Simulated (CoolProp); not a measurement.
Properties of chlorine at several states.

Values from CoolProp's reference Helmholtz-energy equation of state, Thol 2021.

| T (°C) | p (bar) | phase | density (kg/m³) | cp (kJ/(kg K)) | cv (kJ/(kg K)) | speed of sound (m/s) | Joule-Thomson coefficient (K/MPa) |
|---|---|---|---|---|---|---|---|
| -0.15 | 0.953 | gas | 3.025 | 0.4865 | 0.3603 | 204.6 | 36.92 |
| 141.35 | 6.43 | gas | 13.61 | 0.5244 | 0.3917 | 247.9 | 13.26 |
| 134.55 | 64.6 | gas | 252.1 | 2.574 | 0.5876 | 184.0 | 14.24 |
